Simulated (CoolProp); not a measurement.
R1234yf along the isotherm 256 K: density (kg/m³) from the reference equation and from simpler models built on Tc = 367.8 K, pc = 3.384 MPa, ω = 0.276; each cubic takes its own stable root.

Computed with CoolProp (reference Helmholtz-energy equation of state, Lemmon 2022).

| p (MPa) | phase | reference |
|---|---|---|
| 4.23 | liquid | 1242 |
| 8.46 | liquid | 1255 |
| 12.7 | liquid | 1267 |
| 16.9 | liquid | 1278 |
| 21.2 | liquid | 1289 |
| 25.4 | liquid | 1298 |
| 29.6 | liquid | 1307 |
| 33.8 | liquid | 1316 |

Task: How far does each simpler model (Redlich-Kwong, Peng-Robinson) lie from the reference over these 8 states: mean and median of the absolute difference, and the worst?

Result: 
- Redlich-Kwong: mean 11.3 %, median 11.1 %, worst -13.4 % at 256 K and 4.23 MPa
- Peng-Robinson: mean 2.0 %, median 2.1 %, worst +2.3 % at 256 K and 33.8 MPa
